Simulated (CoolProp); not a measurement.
R114 along the isobar 0.521 MPa: density (kg/m³) from the reference equation and from simpler models built on Tc = 420.6 K, pc = 3.352 MPa, ω = 0.252; each cubic takes its own stable root.

Computed with CoolProp (reference Helmholtz-energy equation of state, Platzer 1990). This equation is an older, rougher fit.

| T (K) | phase | reference | ideal gas | Redlich-Kwong | Peng-Robinson |
|---|---|---|---|---|---|
| 395.3 | gas | 29.07 | 27.09 | 29.02 | 29.27 |
| 404.8 | gas | 28.22 | 26.46 | 28.20 | 28.41 |
| 414.4 | gas | 27.43 | 25.85 | 27.42 | 27.61 |
| 423.9 | gas | 26.69 | 25.27 | 26.70 | 26.86 |
| 433.4 | gas | 25.99 | 24.71 | 26.01 | 26.15 |
| 442.9 | gas | 25.34 | 24.18 | 25.37 | 25.49 |
| 452.4 | gas | 24.72 | 23.67 | 24.76 | 24.86 |
| 461.9 | gas | 24.13 | 23.19 | 24.18 | 24.26 |
| 471.5 | gas | 23.57 | 22.72 | 23.63 | 23.70 |
| 481 | gas | 23.05 | 22.27 | 23.11 | 23.16 |
| 490.5 | gas | 22.54 | 21.84 | 22.61 | 22.65 |
| 500 | gas | 22.07 | 21.42 | 22.13 | 22.17 |
